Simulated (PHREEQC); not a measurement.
Dissolve 8.1 mmol/kgw HF, 21 mmol/kgw CsF and 150 mmol/kgw H2SO4 at 25 °C. Closed to the air; pH follows from the charge balance.

Computed with PHREEQC (ion-association model, wateq4f.dat).

Each row changes one thing in this solution. No solid was allowed to form.

```tsv
case	pH	ionic strength (mol/kgw)	HSO4- (mol/kgw)	SO4-2 (mol/kgw)	HF (mol/kgw)	H2F2 (mol/kgw)
as made	0.91	0.202	0.124	0.0258	0.0254	0.00175
diluted 2-fold with water	1.17	…	0.0567	0.0183	0.0134	0.000480
CsF from 0.021 to 0.0189 mol/kgw	…	0.201	0.124	0.0256	0.0237	0.00153
H2SO4 replaced by (NH4)2SO4 at the same molality	…	…	0.000869	…	0.00608	0.000104
HF left out	0.91	0.202	0.124	0.0258	0.0189	0.000973
```

Some entries are withheld; supply them.


- diluted 2-fold with water, ionic strength (mol/kgw): 0.112
- CsF from 0.021 to 0.0189 mol/kgw, pH: 0.90
- H2SO4 replaced by (NH4)2SO4 at the same molality, pH: 3.52
- H2SO4 replaced by (NH4)2SO4 at the same molality, ionic strength (mol/kgw): 0.342
- H2SO4 replaced by (NH4)2SO4 at the same molality, SO4-2 (mol/kgw): 0.0851

Complexes and solids missing from the database can't appear.
